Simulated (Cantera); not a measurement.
A closed system holds: 1 mol SiCl4, 0.072 mol HCl, 390 mol H2, at 9.80 mbar.

Cantera equilibrium calculation (NASA polynomials, part measured and part estimated; ideal gas, pure solids and liquids). Candidate condensed phases: Si; 19 gas species. Gases not in the tables: Si2H6 and higher silanes. The numbers say what is thermodynamically allowed, not how fast it happens.

**Question.** What share of the Si ends up in condensed phases as a function of T (K), at 900, 1050, 1200, 1350, 1500, 1650, 1800, 1950, 2100, 2250?

**Answer.** 
| T (K) | Si condensed (%) | as |
|---|---|---|
| 900 | 36.6 | Si(s) |
| 1050 | 86.0 | Si(s) |
| 1200 | 90.3 | Si(s) |
| 1350 | 89.1 | Si(s) |
| 1500 | 87.7 | Si(s) |
| 1650 | 84.9 | Si(s) |
| 1800 | 71.8 | Si(l) |
| 1950 | 0.0 | - |
| 2100 | 0.0 | - |
| 2250 | 0.0 | - |
